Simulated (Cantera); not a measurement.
Charge: 1 mol TEOS, a varied amount of H2O, 16 mol H2, held at 1150 °C and 1400 Pa.

These are equilibrium values from Cantera (NASA tables, ideal gas, pure condensed phases), not measurements of a reactor. Candidate condensed phases: C, C6H6, C7H8, C8H18, H2O, Si, SiC, SiO2; 123 gas species. The feed counts by its element totals alone. Mutual solubility and eutectic melting of coexisting phases are not modelled. The tables hold silica as quartz up to 1696 K and as liquid above; real silica turns to tridymite and cristobalite and melts near 1996 K. Kinetics and transport are ignored.

Task: At 3.3 mol H2O, list the 5 most abundant gas species with their mole fractions, and the condensed phases.

Result: H2 0.804, CO 0.195, SiO 0.000808, H 5.04e-5, CH4 2.00e-5. Condensed: SiC(s) + SiO2(β-quartz).
